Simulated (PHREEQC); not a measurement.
Make-up at 25 °C: 0.6 mol HCl and 0.042 mol FeSO4 per kg of water. It is in equilibrium with CO2 at log p = -3.4 (atm). Otherwise closed; pH follows from the charge balance.

Computed with PHREEQC (ion-association model, phreeqc.dat).

```
Quantity                      Value
--------------------  -------------
pH                             0.37
ionic strength        0.673 mol/kgw
activity of water             0.979
specific conductance   167000 µS/cm
density                 1.013 g/cm³
total alkalinity        -600 meq/kg
```

```csv
species,molality,activity,log γ
Cl-,0.595,0.375,-0.200
H+,0.562,0.424,-0.122
HSO4-,0.0347,0.0259,-0.127
Fe+2,0.0329,0.00754,-0.639
FeCl+,0.00523,0.00391,-0.127
SO4-2,0.00345,0.000628,-0.740
FeHSO4+,0.00315,0.00235,-0.127
FeSO4,0.000721,0.000842,0.067
CO2,1.16e-5,1.36e-5,0.067
```

This is a speciation only: nothing precipitates in the calculation. Complexes and solids missing from the database can't appear.
